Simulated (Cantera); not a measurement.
A closed system holds: 1 mol PbO, 0.033 mol O2, 0.27 mol H2, 0.41 mol CO2, at 0.0840 bar.

Equilibrium computed with Cantera from the NASA thermochemical tables; the gas is ideal and each condensed phase is pure. Candidate condensed phases: C, C6H6, C7H8, C8H18, H2O, Pb, PbO, PbO2, Pb3O4; 113 gas species. Each liquid is taken as pure. Mutual solubility and eutectic melting of coexisting phases are not modelled. Gases not in the tables: (PbO)n polymers. Kinetics and transport are ignored.

x: gas mole fraction; n: condensed amount in mol.

| T (°C) | x CO2 | x H2O | x Pb | x PbO | x CO | x H2 | x Pb2 | n Pb(l) | n PbO(yellow) | n PbO(l) |
|---|---|---|---|---|---|---|---|---|---|---|
| 802 | 0.602 | 0.397 | 0.000904 | 3.67e-5 | (withheld) | 7.55e-5 | 8.05e-9 | 0.203 | 0.796 | 0 |
| 827 | 0.602 | 0.396 | 0.00144 | 7.37e-5 | (withheld) | 8.18e-5 | 1.76e-8 | 0.203 | 0.796 | 0 |
| 852 | 0.601 | 0.396 | 0.00225 | 0.000144 | (withheld) | 8.83e-5 | 3.70e-8 | 0.202 | 0.796 | 0 |
| 877 | 0.601 | 0.395 | 0.00345 | 0.000271 | (withheld) | 9.51e-5 | 7.54e-8 | 0.201 | 0.796 | 0 |
| 902 | 0.599 | 0.395 | 0.00518 | 0.000480 | (withheld) | 0.000106 | 1.49e-7 | 0.200 | 0 | 0.796 |
| 927 | 0.598 | 0.394 | 0.00766 | 0.000812 | (withheld) | 0.000120 | 2.85e-7 | 0.198 | 0 | 0.796 |
| 952 | 0.595 | 0.392 | 0.0111 | 0.00134 | (withheld) | 0.000135 | 5.32e-7 | 0.196 | 0 | 0.795 |
| 977 | 0.592 | 0.390 | 0.0159 | 0.00218 | (withheld) | 0.000151 | 9.67e-7 | 0.193 | 0 | 0.795 |
| 1002 | 0.587 | 0.387 | 0.0225 | 0.00345 | (withheld) | 0.000168 | 1.72e-6 | 0.188 | 0 | 0.794 |

Task: Fill in the missing entries.

Result: 
- 802, x CO: 0.000107
- 827, x CO: 0.000126
- 852, x CO: 0.000148
- 877, x CO: 0.000172
- 902, x CO: 0.000206
- 927, x CO: 0.000250
- 952, x CO: 0.000300
- 977, x CO: 0.000358
- 1002, x CO: 0.000423
